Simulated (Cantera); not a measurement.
An isothermal, constant-pressure homogeneous reactor starts with CO : O2 : H2O : N2 = 0.016 : 0.0071 : 0.013 : 1 (molar parts), equivalence ratio 1.1, at 1400 K and 1350 Torr. Integrator tolerance rtol = 1e-08.

Cantera simulation using GRI-Mech 3.0 (53 species, 325 reactions); the numbers are that mechanism's predictions, not measurements.

Question: What does this change do: 0.016 parts CH4 added?

Answer: 
```json
[
 {"quantity": "x(CO) at 200 s", "before": "0.00126 (gas-phase equilibrium 0.00126)", "after": "0.0197 (gas-phase equilibrium 0.0269)"},
 {"quantity": "x(O2) at 200 s", "before": "7.74e-11 (gas-phase equilibrium 7.00e-11)", "after": "<1e-12 (gas-phase equilibrium <1e-12)"},
 {"quantity": "x(H2O) at 200 s", "before": "0.0121 (gas-phase equilibrium 0.0121)", "after": "0.0120 (gas-phase equilibrium 0.00763)"},
 {"quantity": "x(H2) at 200 s", "before": "0.000493 (gas-phase equilibrium 0.000492)", "after": "0.0250 (gas-phase equilibrium 0.0342)"},
 {"quantity": "x(O) at 200 s", "before": "6.60e-12 (gas-phase equilibrium 5.94e-12)", "after": "<1e-12 (gas-phase equilibrium <1e-12)"},
 {"quantity": "x(H) at 200 s", "before": "8.51e-8 (gas-phase equilibrium 8.10e-8)", "after": "5.79e-7 (gas-phase equilibrium 6.75e-7)"},
 {"quantity": "x(OH) at 200 s", "before": "4.17e-8 (gas-phase equilibrium 3.97e-8)", "after": "5.50e-9 (gas-phase equilibrium 2.99e-9)"}
]
```
